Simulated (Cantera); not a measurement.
## Equilibrium for silicon etching in halogen gases: Si + HCl + N₂

Input: 1 mol Si, 2.2 mol HCl, a varied amount of N₂, equilibrated at 923.15 K and 0.0180 Torr.

Cantera equilibrium calculation (NASA polynomials, part measured and part estimated; ideal gas, pure solids and liquids). Candidate condensed phases: NH₄Cl, Si, Si₃N₄; 28 gas species. N₂ is the only nitrogen source here; it is nearly inert below about 1500 K, so the nitride shown seldom forms there in practice. The tables' values for SiCl₃ are old estimates; treat these amounts as uncertain. Equilibrium is a limit: real reactors are often held back by kinetics, nucleation or transport.

```json
[
 {"n(N₂) (mol)": "2.5", "x N₂": "0.492", "x HCl": "0.372", "x H₂": "0.0908", "x SiCl₄": "0.0453", "x SiCl₃": "0.000159", "n Si₃N₄(s)": "0.273"},
 {"n(N₂) (mol)": "3.5", "x N₂": "0.592", "x HCl": "0.307", "x H₂": "0.0675", "x SiCl₄": "0.0336", "x SiCl₃": "0.000123", "n Si₃N₄(s)": "0.277"},
 {"n(N₂) (mol)": "4.9", "x N₂": "0.680", "x HCl": "0.247", "x H₂": "0.0489", "x SiCl₄": "0.0244", "x SiCl₃": "9.48e-5", "n Si₃N₄(s)": "0.281"},
 {"n(N₂) (mol)": "6.9", "x N₂": "0.755", "x HCl": "0.193", "x H₂": "0.0345", "x SiCl₄": "0.0172", "x SiCl₃": "7.17e-5", "n Si₃N₄(s)": "0.285"},
 {"n(N₂) (mol)": "9.6", "x N₂": "0.814", "x HCl": "0.150", "x H₂": "0.0242", "x SiCl₄": "0.0120", "x SiCl₃": "5.42e-5", "n Si₃N₄(s)": "0.289"},
 {"n(N₂) (mol)": "13", "x N₂": "0.857", "x HCl": "0.117", "x H₂": "0.0172", "x SiCl₄": "0.00858", "x SiCl₃": "4.17e-5", "n Si₃N₄(s)": "0.292"},
 {"n(N₂) (mol)": "19", "x N₂": "0.898", "x HCl": "0.0851", "x H₂": "0.0111", "x SiCl₄": "0.00553", "x SiCl₃": "2.98e-5", "n Si₃N₄(s)": "0.295"},
 {"n(N₂) (mol)": "26", "x N₂": "0.924", "x HCl": "0.0647", "x H₂": "0.00767", "x SiCl₄": "0.00381", "x SiCl₃": "2.24e-5", "n Si₃N₄(s)": "0.298"}
]
```
x: gas mole fraction; n: condensed amount in mol.

From 2.5 mol N₂ to 26 mol N₂ the condensed part is Si₃N₄(s). The main Si-bearing gas is SiCl₄ throughout. The share of Si in condensed phases is highest at 26 mol N₂ (89.4 %) and lowest at 2.5 mol N₂ (81.9 %).
